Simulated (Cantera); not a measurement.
Feed: 1 mol SiCl4, 0.23 mol HCl, 36 mol H2, at 1227 °C and 1.00 bar.

These are equilibrium values from Cantera (NASA tables, ideal gas, pure condensed phases), not measurements of a reactor. Candidate condensed phases: Si; 19 gas species. The tables' values for SiCl3 are old estimates; treat these amounts as uncertain. Kinetics and transport are ignored.

Base state: H2 0.916, HCl 0.0639, SiCl2 0.0143, SiCl3 0.00238, SiHCl3 0.00187, SiCl4 0.00126, SiH2Cl2 0.000441, SiH3Cl 3.05e-5 (mole fractions); condensed: Si(s).

### Question
What changes in the equilibrium state with this change: pressure from 1.00 bar to 75.0 mbar?

### Answer
```json
[
 {"species": "H2", "before": "0.916", "after": "0.910"},
 {"species": "HCl", "before": "0.0639", "after": "0.0711"},
 {"species": "SiCl2", "before": "0.0143", "after": "0.0178"},
 {"species": "SiH3Cl", "before": "3.05e-5", "after": "2.53e-6"},
 {"species": "SiH2Cl2", "before": "0.000441", "after": "4.09e-5"},
 {"species": "SiHCl3", "before": "0.00187", "after": "0.000194"},
 {"species": "Si(s), mol", "before": "0.228", "after": "0.269"}
]
```

### Question
What changes in the equilibrium state with this change: temperature from 1227 °C to 750 °C?

### Answer
| species | before | after |
|---|---|---|
| H2 | 0.916 | 0.957 |
| SiCl4 | 0.00126 | 0.0174 |
| HCl | 0.0639 | 0.0162 |
| SiCl2 | 0.0143 | 5.19e-5 |
| H | 1.68e-5 | 4.05e-9 |
| SiCl3 | 0.00238 | 0.000207 |
| SiHCl3 | 0.00187 | 0.00871 |
| Si(s), mol | 0.228 | 0 |
